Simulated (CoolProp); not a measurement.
Vapour-liquid equilibrium of R143a (1) + R236FA (2) at 0.0203 MPa; x and y are mole fractions of (1).

Values from CoolProp's multi-fluid Helmholtz-energy mixture model, Lemmon and Jacobsen 2000 and Pan 2012; pair parameters Bell 2016.

```json
[
 {"x": "0.05", "bubble temperature (K)": "233.3", "y at the bubble point": "0.304", "dew temperature at overall composition x (K)": "237.9", "liquid density (mol/L)": "___"},
 {"x": "0.2", "bubble temperature (K)": "___", "y at the bubble point": "0.729", "dew temperature at overall composition x (K)": "___", "liquid density (mol/L)": "11.08"},
 {"x": "0.35", "bubble temperature (K)": "213.4", "y at the bubble point": "___", "dew temperature at overall composition x (K)": "232.4", "liquid density (mol/L)": "11.74"},
 {"x": "0.5", "bubble temperature (K)": "___", "y at the bubble point": "0.939", "dew temperature at overall composition x (K)": "228.8", "liquid density (mol/L)": "12.39"},
 {"x": "0.65", "bubble temperature (K)": "203.6", "y at the bubble point": "0.970", "dew temperature at overall composition x (K)": "224.3", "liquid density (mol/L)": "13.07"},
 {"x": "0.8", "bubble temperature (K)": "___", "y at the bubble point": "0.987", "dew temperature at overall composition x (K)": "___", "liquid density (mol/L)": "13.78"},
 {"x": "0.95", "bubble temperature (K)": "___", "y at the bubble point": "0.998", "dew temperature at overall composition x (K)": "206.5", "liquid density (mol/L)": "14.52"}
]
```

Question: Complete the blanks.

Answer: 
- 0.05, liquid density (mol/L): 10.40
- 0.2, bubble temperature (K): 221.3
- 0.2, dew temperature at overall composition x (K): 235.3
- 0.35, y at the bubble point: 0.876
- 0.5, bubble temperature (K): 207.8
- 0.8, bubble temperature (K): 200.4
- 0.8, dew temperature at overall composition x (K): 218.0
- 0.95, bubble temperature (K): 197.8

No azeotrope shows between x = 0.05 and 0.95.

Pair parameters are fitted to limited data, so mixtures are less certain than the pure fluids.
